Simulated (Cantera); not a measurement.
An isothermal plug-flow reactor at 950 K and 40000 Pa (inlet), inlet velocity 0.64 m/s, active area per volume 1300 1/m; feed 0.244 % CH₄, 3.41 % O₂, 96.3 % N₂, equivalence ratio 0.14.

Cantera simulation using Deutschmann's 1995 Pt surface mechanism with GRI-Mech 3.0 gas chemistry; the numbers are that mechanism's predictions, not measurements. Catalytic surfaces can have several steady states; this one follows from the mechanism file's or the stated starting coverage. Mass transfer to the wall is taken as infinitely fast.

x: gas mole fraction; θ: surface coverage.

```
z (m)       x CH₄    x O₂     x H₂O     x CO₂        x CO  θ free Pt   θ O*
-------  --------  ------  --------  --------  ----------  ---------  -----
9.6e-05   0.00239  0.0340  0.000105   5.14e-5     1.18e-6      0.246  0.754
0.00021   0.00233  0.0339  0.000227  0.000112     1.17e-6      0.246  0.754
0.00045   0.00220  0.0337  0.000475  0.000236     1.11e-6      0.246  0.753
0.00096   0.00196  0.0332  0.000959  0.000479  (withheld)      0.247  0.753
0.0021    0.00151  0.0323   0.00186  0.000931  (withheld)      0.248  0.751
0.0045   0.000860  0.0310   0.00316   0.00158  (withheld)      0.250  0.749
0.0096   0.000256  0.0298   0.00436   0.00218  (withheld)      0.251  0.748
```

Question: What belongs in the gaps?

Answer: 
- 0.00096, x CO: 9.88e-7
- 0.0021, x CO: 7.62e-7
- 0.0045, x CO: 4.37e-7
- 0.0096, x CO: 1.31e-7
